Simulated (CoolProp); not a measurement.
Vapour-liquid equilibrium of hydrogen sulfide (1) + propane (2) at 310 K; x and y are mole fractions of (1).

Values from CoolProp's multi-fluid Helmholtz-energy mixture model, Lemmon 2006 and Lemmon 2009; pair parameters Kunz 2012.

```json
[
 {"x": "0.05", "bubble pressure, mixture model (bar)": "14.55", "bubble pressure, Raoult's law (bar)": "13.42", "y, mixture model": "0.137", "y, Raoult's law": "0.099"},
 {"x": "0.15", "bubble pressure, mixture model (bar)": "17.71", "bubble pressure, Raoult's law (bar)": "14.82", "y, mixture model": "0.321", "y, Raoult's law": "0.270"},
 {"x": "0.25", "bubble pressure, mixture model (bar)": "20.30", "bubble pressure, Raoult's law (bar)": "16.21", "y, mixture model": "0.442", "y, Raoult's law": "0.411"},
 {"x": "0.35", "bubble pressure, mixture model (bar)": "22.41", "bubble pressure, Raoult's law (bar)": "17.61", "y, mixture model": "0.532", "y, Raoult's law": "0.530"},
 {"x": "0.45", "bubble pressure, mixture model (bar)": "24.12", "bubble pressure, Raoult's law (bar)": "19.00", "y, mixture model": "0.605", "y, Raoult's law": "0.632"},
 {"x": "0.55", "bubble pressure, mixture model (bar)": "25.47", "bubble pressure, Raoult's law (bar)": "20.40", "y, mixture model": "0.668", "y, Raoult's law": "0.719"},
 {"x": "0.65", "bubble pressure, mixture model (bar)": "26.48", "bubble pressure, Raoult's law (bar)": "21.79", "y, mixture model": "0.727", "y, Raoult's law": "0.796"},
 {"x": "0.75", "bubble pressure, mixture model (bar)": "27.15", "bubble pressure, Raoult's law (bar)": "23.18", "y, mixture model": "0.786", "y, Raoult's law": "0.863"},
 {"x": "0.85", "bubble pressure, mixture model (bar)": "27.44", "bubble pressure, Raoult's law (bar)": "24.58", "y, mixture model": "0.852", "y, Raoult's law": "0.922"},
 {"x": "0.95", "bubble pressure, mixture model (bar)": "27.16", "bubble pressure, Raoult's law (bar)": "25.97", "y, mixture model": "0.940", "y, Raoult's law": "0.976"}
]
```

The largest gap from Raoult's law is +27.3 % in bubble pressure, at x = 0.35. y crosses x between x = 0.85 and 0.95: the model has an azeotrope there.

Pair parameters are fitted to limited data, so mixtures are less certain than the pure fluids.
